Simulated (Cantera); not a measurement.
Cantera run, input and output.

```python
import numpy as np
import cantera as ct

gas = ct.Solution("gri30.yaml")


def delay(T, t_max=10):
    gas.TPX = T, 1000000, {'CH4': 1, 'O2': 2, 'N2': 9.6, 'CO2': 2.3}
    reactor = ct.IdealGasReactor(gas, clone=False)
    net = ct.ReactorNet([reactor])
    net.rtol, net.atol = 1e-8, 1e-16
    while net.time < t_max:
        t_old, T_old = net.time, reactor.T
        net.step()
        if reactor.T > T + 400:  # ignition: a rise of 400 K
            return t_old + (T + 400 - T_old) / (reactor.T - T_old) * (net.time - t_old)
    return np.nan


taus = []
for T in [1050, 1125, 1200, 1275, 1350, 1425, 1500]:
    taus.append(delay(T))
    print(f"T0 = {T:6g} K   tau = {taus[-1]:.4e} s")
```

Output:

```
T0 =   1050 K   tau = 5.1500e-02 s
T0 =   1125 K   tau = 1.7849e-02 s
T0 =   1200 K   tau = 6.9655e-03 s
T0 =   1275 K   tau = 2.9344e-03 s
T0 =   1350 K   tau = 1.3061e-03 s
T0 =   1425 K   tau = 6.0611e-04 s
T0 =   1500 K   tau = 2.9080e-04 s
```

Computed with Cantera and GRI-Mech 3.0 (53 species, 325 reactions).
